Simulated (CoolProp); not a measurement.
Saturation properties of neopentane (Tc = 160.6 °C, pc = 31.96 bar, ω = 0.196).

The numbers come from the reference Helmholtz-energy equation of state, Lemmon 2006 in CoolProp. It is a short technical equation, of lower accuracy than the large ones.

```json
[
 {"T (°C)": "29.35", "p (bar)": "1.966", "liquid cp (kJ/(kg K))": "2.336", "vapour Z": "0.9291"},
 {"T (°C)": "37.15", "p (bar)": "2.485", "liquid cp (kJ/(kg K))": "?", "vapour Z": "0.9165"},
 {"T (°C)": "44.95", "p (bar)": "?", "liquid cp (kJ/(kg K))": "2.434", "vapour Z": "0.9026"},
 {"T (°C)": "52.75", "p (bar)": "3.827", "liquid cp (kJ/(kg K))": "?", "vapour Z": "0.8872"},
 {"T (°C)": "60.55", "p (bar)": "4.670", "liquid cp (kJ/(kg K))": "2.542", "vapour Z": "0.8703"},
 {"T (°C)": "68.35", "p (bar)": "5.645", "liquid cp (kJ/(kg K))": "2.601", "vapour Z": "0.8518"},
 {"T (°C)": "76.15", "p (bar)": "6.761", "liquid cp (kJ/(kg K))": "?", "vapour Z": "0.8316"},
 {"T (°C)": "83.95", "p (bar)": "?", "liquid cp (kJ/(kg K))": "2.732", "vapour Z": "0.8096"},
 {"T (°C)": "91.65", "p (bar)": "?", "liquid cp (kJ/(kg K))": "2.807", "vapour Z": "0.7859"},
 {"T (°C)": "99.45", "p (bar)": "11.07", "liquid cp (kJ/(kg K))": "2.892", "vapour Z": "0.7596"},
 {"T (°C)": "107.25", "p (bar)": "12.88", "liquid cp (kJ/(kg K))": "2.990", "vapour Z": "0.7308"},
 {"T (°C)": "115.05", "p (bar)": "14.89", "liquid cp (kJ/(kg K))": "3.109", "vapour Z": "0.6991"}
]
```

What belongs in the gaps?


- 37.15, liquid cp (kJ/(kg K)): 2.384
- 44.95, p (bar): 3.102
- 52.75, liquid cp (kJ/(kg K)): 2.487
- 76.15, liquid cp (kJ/(kg K)): 2.664
- 83.95, p (bar): 8.032
- 91.65, p (bar): 9.451

It boils at 9.5 °C under 1 atm.
